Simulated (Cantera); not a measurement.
Catalytic combustion on Pt

An isothermal plug-flow reactor at 450 K and 250000 Pa (inlet), inlet velocity 3 m/s, active area per volume 160 1/m; feed 0.915 % H2, 7.56 % O2, 91.5 % N2, equivalence ratio 0.061.

Computed with Cantera and Deutschmann's 1995 Pt surface mechanism with GRI-Mech 3.0 gas chemistry. Catalytic surfaces can have several steady states; this one follows from the mechanism file's or the stated starting coverage. Mass transfer to the wall is taken as infinitely fast.

```csv
z (m),x H2,x O2,x H2O,θ free Pt,θ O*,θ OH*
0.00035,0.00848,0.0753,0.000673,0.154,0.758,0.0873
0.00067,0.00795,0.0750,0.00121,0.145,0.766,0.0886
0.0013,0.00707,0.0746,0.00209,0.130,0.780,0.0898
0.0025,0.00583,0.0741,0.00334,0.108,0.802,0.0896
0.0048,0.00435,0.0734,0.00482,0.0811,0.832,0.0857
0.0093,0.00290,0.0727,0.00628,0.0545,0.868,0.0768
0.018,0.00175,0.0722,0.00743,0.0333,0.902,0.0642
0.035,0.000987,0.0718,0.00820,0.0188,0.930,0.0505
```
x: gas mole fraction; θ: surface coverage.
